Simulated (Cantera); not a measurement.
A freely propagating, adiabatic, planar premixed flame of CH4 : C2H6 : C3H8 : O2 : N2 = 1 : 1.2 : 0.34 : 11.3 : 42.4 (molar parts), equivalence ratio 0.70, unburnt at 373 K and 1000000 Pa; mixture-averaged transport, grid criteria slope 0.08 and curve 0.16, no radiation.

Model: GRI-Mech 3.0 (53 species, 325 reactions), integrated in Cantera. Burning velocities carry a grid error of a few per cent, more on coarse grids.

### Question
Predict: laminar burning velocity; thermal thickness; peak x(CO); peak x(O); peak x(C2H4).

### Answer
```
Property                      Value
------------------------  ---------
laminar burning velocity  14.3 cm/s
thermal thickness          0.106 mm
peak x(CO)                   0.0222
peak x(O)                  0.000539
peak x(C2H4)                0.00363
```
